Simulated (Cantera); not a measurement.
Charge: 1 mol TiCl4, 14 mol N2, at 10.0 Torr.

Method: chemical equilibrium by Gibbs-energy minimisation in Cantera with the NASA 1993 tables (ideal gas, pure condensed phases). Candidate condensed phases: Ti, TiCl2, TiCl3, TiCl4, TiN; 9 gas species. The tables' values for TiCl2 are old estimates; treat these amounts as uncertain. The numbers say what is thermodynamically allowed, not how fast it happens. All values below are at 1677 °C.

Base state: N2 0.885, Cl 0.0521, TiCl3 0.0492, TiCl4 0.0125, TiCl2 0.00158, Cl2 9.85e-5 (mole fractions); condensed: gas only.

Task: What changes in the equilibrium state with this change: TiCl4 replaced by Ti(NMe2)4?

Result: 
| species | before | after |
|---|---|---|
| N2 | 0.885 | 0.566 |
| H2 | 0 | 0.421 |
| H | 0 | 0.00644 |
| Cl | 0.0521 | 0 |
| TiCl3 | 0.0492 | 0 |
| TiCl4 | 0.0125 | 0 |
| HCN | 0 | 0.00588 |
| TiCl2 | 0.00158 | 0 |
| HNC | 0 | 0.000305 |
| C2H2 (acetylene) | 0 | 0.000230 |
| C(graphite), mol | 0 | 6.81 |
| TiC(s), mol | 0 | 1.000 |
The feed counts by its element totals alone. TiC: taken at fixed stoichiometry. Further candidate phases: C, C6H6, C7H8, C8H18, TiC.
